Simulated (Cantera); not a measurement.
# Equilibrium for chemical vapour transport: Fe + HCl + O2

Charge: 1 mol Fe, 0.17 mol HCl, 0.73 mol O2, held at 0.340 bar.

These are equilibrium values from Cantera (NASA tables, ideal gas, pure condensed phases), not measurements of a reactor. Candidate condensed phases: Fe, FeCl2, FeCl3, FeO, Fe(OH)2, Fe(OH)3, Fe2O3, Fe3O4, H2O; 22 gas species. Mutual solubility and eutectic melting of coexisting phases are not modelled. The numbers say what is thermodynamically allowed, not how fast it happens.

At 650 °C the condensed part is FeCl2(s) + Fe2O3(s) + Fe3O4(s). From 700 °C to 1100 °C the condensed part is Fe2O3(s) + Fe3O4(s). The main Fe-bearing gas is FeCl3 at 650 °C and FeCl2 at 1100 °C. The share of Fe in condensed phases is highest at 650 °C (99.5 %) and lowest at 1100 °C (98.1 %).

| T (°C) | log p HCl | log p H2O | log p FeCl2 | log p FeCl3 | log p Cl2 | n FeCl2(s) | n Fe2O3(s) | n Fe3O4(s) |
|---|---|---|---|---|---|---|---|---|
| 650 | -0.51 | -1.71 | -2.39 | -2.36 | -5.81 | 0.00329 | 0.385 | 0.0739 |
| 700 | -0.51 | -1.73 | -2.16 | -2.19 | -5.28 | 0 | 0.383 | 0.0757 |
| 750 | -0.52 | -1.67 | -2.03 | -2.15 | -4.88 | 0 | 0.383 | 0.0747 |
| 800 | -0.53 | -1.61 | -1.92 | -2.13 | -4.52 | 0 | 0.385 | 0.0736 |
| 850 | -0.54 | -1.56 | -1.83 | -2.11 | -4.21 | 0 | 0.386 | 0.0723 |
| 900 | -0.55 | -1.51 | -1.74 | -2.11 | -3.92 | 0 | 0.387 | 0.0709 |
| 950 | -0.56 | -1.47 | -1.67 | -2.11 | -3.66 | 0 | 0.388 | 0.0695 |
| 1000 | -0.57 | -1.43 | -1.61 | -2.11 | -3.43 | 0 | 0.390 | 0.0682 |
| 1050 | -0.58 | -1.40 | -1.56 | -2.12 | -3.22 | 0 | 0.391 | 0.0669 |
| 1100 | -0.59 | -1.36 | -1.51 | -2.14 | -3.02 | 0 | 0.391 | 0.0662 |
log p: log10 of the partial pressure in bar; n: condensed amount in mol.
